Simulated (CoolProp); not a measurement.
Properties of n-perfluorohexane along the isobar 1.81 MPa.

Model: reference Helmholtz-energy equation of state, Gao 2022, in CoolProp.

```tsv
T (K)	phase	Z	expansivity (1/kK)	fugacity coefficient
279.3	liquid	0.1517	1.589	(withheld)
294.9	liquid	0.1474	1.664	0.01592
310.4	liquid	0.1438	(withheld)	0.03003
325.9	liquid	(withheld)	1.890	0.05218
341.4	liquid	0.1386	2.059	(withheld)
356.9	liquid	(withheld)	2.286	0.1288
372.4	liquid	0.1365	(withheld)	0.1864
387.9	liquid	0.1369	3.071	0.2576
403.5	liquid	0.1388	3.830	0.3423
419	liquid	0.1432	5.258	0.4378
434.5	liquid	0.1535	9.159	(withheld)
450	supercritical	0.2676	466.9	0.6424
```

Problem. Fill in the missing entries.

Solution. 
- 279.3, fugacity coefficient: 0.007612
- 310.4, expansivity (1/kK): 1.762
- 325.9, Z: 0.1409
- 341.4, fugacity coefficient: 0.08450
- 356.9, Z: 0.1372
- 372.4, expansivity (1/kK): 2.603
- 434.5, fugacity coefficient: 0.5408
